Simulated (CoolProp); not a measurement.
Water along the isobar 29000 kPa: Z from the reference equation and from simpler models built on Tc = 647.1 K, pc = 22060 kPa, ω = 0.344; each cubic takes its own stable root.

Model: reference Helmholtz-energy equation of state, Wagner 2002, in CoolProp.

```json
[
 {"T (K)": "604.6", "phase": "liquid", "reference": "0.1512"},
 {"T (K)": "618.7", "phase": "liquid", "reference": "0.1556"},
 {"T (K)": "632.7", "phase": "liquid", "reference": "0.1624"},
 {"T (K)": "646.8", "phase": "liquid", "reference": "0.1745"},
 {"T (K)": "660.8", "phase": "supercritical", "reference": "0.2024"},
 {"T (K)": "674.9", "phase": "supercritical", "reference": "0.3248"},
 {"T (K)": "689", "phase": "supercritical", "reference": "0.4617"},
 {"T (K)": "703", "phase": "supercritical", "reference": "0.5432"},
 {"T (K)": "717.1", "phase": "supercritical", "reference": "0.6017"},
 {"T (K)": "731.1", "phase": "supercritical", "reference": "0.6468"},
 {"T (K)": "745.2", "phase": "supercritical", "reference": "0.6838"},
 {"T (K)": "759.2", "phase": "supercritical", "reference": "0.7146"},
 {"T (K)": "773.3", "phase": "supercritical", "reference": "0.7410"},
 {"T (K)": "787.3", "phase": "supercritical", "reference": "0.7638"},
 {"T (K)": "801.4", "phase": "supercritical", "reference": "0.7839"},
 {"T (K)": "815.4", "phase": "supercritical", "reference": "0.8015"}
]
```

Task: How far does each simpler model (Redlich-Kwong, Soave-Redlich-Kwong, Peng-Robinson) lie from the reference over these 16 states: mean and median of the absolute difference, and the worst?

Result: 
- Redlich-Kwong: mean 19.4 %, median 4.5 %, worst +54.0 % at 632.7 K and 29000 kPa
- Soave-Redlich-Kwong: mean 20.6 %, median 6.9 %, worst +53.4 % at 660.8 K and 29000 kPa
- Peng-Robinson: mean 12.9 %, median 1.4 %, worst +40.6 % at 660.8 K and 29000 kPa
